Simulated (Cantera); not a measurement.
# Hydrocarbon pyrolysis for carbon deposition

A perfectly stirred reactor is fed with C3H8 : H2 = 1 : 1.1 (molar parts), at 0.132 atm; it is held at 1625 K, and followed from long to short residence time.

Detailed kinetics in Cantera: GRI-Mech 3.0 (53 species, 325 reactions). GRI-Mech 3.0 was tuned for natural gas; its chemistry of propane as a main component is partial and can be far from experiment. GRI-Mech 3.0 stops at C3 and has no aromatics, soot or wall deposition, so with more carbon than oxygen in the feed, carbon stays in small species such as C2H2 where larger ones or solid carbon would form.

```json
[
 {"τ (s)": "1.2", "x C3H8": "1.80e-5", "x H2": "0.665", "x H": "0.000221", "x C2H": "3.59e-7", "x CH4": "0.0502", "x C2H6": "2.05e-5", "x C2H2": "0.282"},
 {"τ (s)": "0.37", "x C3H8": "5.36e-5", "x H2": "0.649", "x H": "0.000267", "x C2H": "4.37e-7", "x CH4": "0.0693", "x C2H6": "5.18e-5", "x C2H2": "0.277"},
 {"τ (s)": "0.12", "x C3H8": "0.000150", "x H2": "0.631", "x H": "0.000327", "x C2H": "5.38e-7", "x CH4": "0.0913", "x C2H6": "0.000123", "x C2H2": "0.270"},
 {"τ (s)": "0.036", "x C3H8": "0.000448", "x H2": "0.606", "x H": "0.000407", "x C2H": "6.70e-7", "x CH4": "0.119", "x C2H6": "0.000297", "x C2H2": "0.260"},
 {"τ (s)": "0.011", "x C3H8": "0.00131", "x H2": "0.576", "x H": "0.000503", "x C2H": "8.11e-7", "x CH4": "0.150", "x C2H6": "0.000689", "x C2H2": "0.242"},
 {"τ (s)": "0.0034", "x C3H8": "0.00386", "x H2": "0.540", "x H": "0.000613", "x C2H": "9.20e-7", "x CH4": "0.181", "x C2H6": "0.00155", "x C2H2": "0.211"},
 {"τ (s)": "0.0011", "x C3H8": "0.0111", "x H2": "0.500", "x H": "0.000718", "x C2H": "9.01e-7", "x CH4": "0.203", "x C2H6": "0.00342", "x C2H2": "0.164"},
 {"τ (s)": "0.00033", "x C3H8": "0.0349", "x H2": "0.462", "x H": "0.000789", "x C2H": "6.25e-7", "x CH4": "0.206", "x C2H6": "0.00805", "x C2H2": "0.0954"},
 {"τ (s)": "0.00010", "x C3H8": "0.106", "x H2": "0.448", "x H": "0.000745", "x C2H": "2.18e-7", "x CH4": "0.166", "x C2H6": "0.0154", "x C2H2": "0.0342"}
]
```
x: mole fraction; the columns are a selection and need not sum to one.
